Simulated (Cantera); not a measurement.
Charge: 1 mol Al, 0.91 mol NH₃, 1.7 mol N₂, equilibrated at 725 K and 130 Pa.

Method: chemical equilibrium by Gibbs-energy minimisation in Cantera with the NASA 1993 tables (ideal gas, pure condensed phases). Candidate condensed phases: Al, AlN; 13 gas species. Kinetics and transport are ignored.

Base state: N₂ 0.548, H₂ 0.452 (mole fractions); condensed: AlN(s).

Problem. What changes in the equilibrium state with this change: Al replaced by AlCl₃?

Solution. 
```tsv
species	before	after
N₂	0.548	0.455
H₂	0.452	0.235
AlCl₃	0	0.175
HCl	0	0.134
Al₂Cl₆	0	0.000846
AlN(s), mol	1.00	0.202
```
Further candidate phases: AlCl₃, NH₄Cl.
